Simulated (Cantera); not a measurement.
An adiabatic, constant-pressure homogeneous reactor starts with 1.89 % CH₄, 10.8 % O₂, 87.3 % N₂, equivalence ratio 0.35, at 1775 K and 9.87 atm.

Model: GRI-Mech 3.0 (53 species, 325 reactions), integrated in Cantera.

Question: Predict: time of steepest temperature rise; temperature at 5.00 s; equilibrium temperature; x(O₂) at 5.00 s; x(NO) at 5.00 s; x(H₂O₂) at 5.00 s.

Answer: 
| Quantity | Result |
|---|---|
| time of steepest temperature rise | 27.6 µs |
| temperature at 5.00 s | 2162 K |
| equilibrium temperature | 2162 K |
| x(O₂) at 5.00 s | 0.0662 (gas-phase equilibrium 0.0662) |
| x(NO) at 5.00 s | 0.00685 (gas-phase equilibrium 0.00685) |
| x(H₂O₂) at 5.00 s | 9.23e-8 (gas-phase equilibrium 9.23e-8) |
